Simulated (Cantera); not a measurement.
A perfectly stirred reactor is fed with CH4 : C2H6 : O2 : N2 = 1 : 0.83 : 3.77 : 14.2 (molar parts), equivalence ratio 1.3, at 14.0 bar; it is adiabatic with a 300 K inlet, and is followed from long to short residence time, starting on the burning branch (τ in s: 0.068, 0.027, 0.011, 0.0042, 0.0017, 0.00066, 0.00026, 0.0001, 4.1e-05, 1.6e-05).

Computed with Cantera and GRI-Mech 3.0 (53 species, 325 reactions). The pressure lies above the range GRI-Mech 3.0 was tuned for (to about 10 atm).

**Question.** Predict: blow-out, bracketed by the residence times tried; x(CH4) at τ = 68.0 ms; x(C2H6) at τ = 68.0 ms; x(O2) at τ = 68.0 ms; x(C2H) at τ = 68.0 ms; x(C2H4) at τ = 68.0 ms; x(CH4) at τ = 0.660 ms; x(C2H6) at τ = 0.660 ms; x(O2) at τ = 0.660 ms; x(C2H) at τ = 0.660 ms; x(C2H4) at τ = 0.660 ms.

**Answer.** 
| Quantity | Value |
|---|---|
| blow-out, bracketed by the residence times tried | burning at 0.100 ms, out at 41.0 µs |
| x(CH4) at τ = 68.0 ms | 0.000202 |
| x(C2H6) at τ = 68.0 ms | 2.12e-7 |
| x(O2) at τ = 68.0 ms | 5.37e-5 |
| x(C2H) at τ = 68.0 ms | 5.69e-9 |
| x(C2H4) at τ = 68.0 ms | 7.22e-7 |
| x(CH4) at τ = 0.660 ms | 0.00242 |
| x(C2H6) at τ = 0.660 ms | 2.60e-5 |
| x(O2) at τ = 0.660 ms | 0.00291 |
| x(C2H) at τ = 0.660 ms | 3.97e-7 |
| x(C2H4) at τ = 0.660 ms | 0.000102 |
